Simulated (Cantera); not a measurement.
## Iron carbonyl, mercury and lead vapours: Pb + CO + N2

A closed system holds: 1 mol Pb, a varied amount of CO, 0.52 mol N2, at 825 °C and 82.0 mbar.

Equilibrium computed with Cantera from the NASA thermochemical tables; the gas is ideal and each condensed phase is pure. Candidate condensed phases: C, Pb, PbO, PbO2, Pb3O4; 27 gas species. Rates play no part.

```json
[
 {"n(CO) (mol)": "0.3", "log p CO": "-1.53", "log p N2": "-1.28", "log p CO2": "-4.09", "log p Pb": "-3.93", "log p Pb2": "-8.86", "n C(graphite)": "0.000812", "n Pb(l)": "0.999"},
 {"n(CO) (mol)": "0.39", "log p CO": "-1.46", "log p N2": "-1.33", "log p CO2": "-3.95", "log p Pb": "-3.93", "log p Pb2": "-8.86", "n C(graphite)": "0.00124", "n Pb(l)": "0.999"},
 {"n(CO) (mol)": "0.5", "log p CO": "-1.40", "log p N2": "-1.38", "log p CO2": "-3.84", "log p Pb": "-3.93", "log p Pb2": "-8.86", "n C(graphite)": "0.00181", "n Pb(l)": "0.999"},
 {"n(CO) (mol)": "0.64", "log p CO": "-1.35", "log p N2": "-1.43", "log p CO2": "-3.73", "log p Pb": "-3.93", "log p Pb2": "-8.86", "n C(graphite)": "0.00260", "n Pb(l)": "0.998"},
 {"n(CO) (mol)": "0.81", "log p CO": "-1.30", "log p N2": "-1.49", "log p CO2": "-3.65", "log p Pb": "-3.93", "log p Pb2": "-8.86", "n C(graphite)": "0.00363", "n Pb(l)": "0.998"},
 {"n(CO) (mol)": "1", "log p CO": "-1.27", "log p N2": "-1.55", "log p CO2": "-3.58", "log p Pb": "-3.93", "log p Pb2": "-8.86", "n C(graphite)": "0.00484", "n Pb(l)": "0.998"},
 {"n(CO) (mol)": "1.3", "log p CO": "-1.24", "log p N2": "-1.63", "log p CO2": "-3.51", "log p Pb": "-3.93", "log p Pb2": "-8.86", "n C(graphite)": "0.00682", "n Pb(l)": "0.997"},
 {"n(CO) (mol)": "1.7", "log p CO": "-1.21", "log p N2": "-1.72", "log p CO2": "-3.45", "log p Pb": "-3.93", "log p Pb2": "-8.86", "n C(graphite)": "0.00956", "n Pb(l)": "0.997"},
 {"n(CO) (mol)": "2.2", "log p CO": "-1.18", "log p N2": "-1.80", "log p CO2": "-3.40", "log p Pb": "-3.93", "log p Pb2": "-8.86", "n C(graphite)": "0.0131", "n Pb(l)": "0.996"},
 {"n(CO) (mol)": "2.8", "log p CO": "-1.16", "log p N2": "-1.89", "log p CO2": "-3.37", "log p Pb": "-3.93", "log p Pb2": "-8.86", "n C(graphite)": "0.0173", "n Pb(l)": "0.995"},
 {"n(CO) (mol)": "3.6", "log p CO": "-1.15", "log p N2": "-1.98", "log p CO2": "-3.34", "log p Pb": "-3.93", "log p Pb2": "-8.86", "n C(graphite)": "0.0230", "n Pb(l)": "0.994"},
 {"n(CO) (mol)": "4.6", "log p CO": "-1.14", "log p N2": "-2.08", "log p CO2": "-3.31", "log p Pb": "-3.93", "log p Pb2": "-8.86", "n C(graphite)": "0.0303", "n Pb(l)": "0.993"}
]
```
log p: log10 of the partial pressure in bar; n: condensed amount in mol.

From 0.3 mol CO to 4.6 mol CO the condensed part is C(graphite) + Pb(l). The main Pb-bearing gas is Pb throughout.
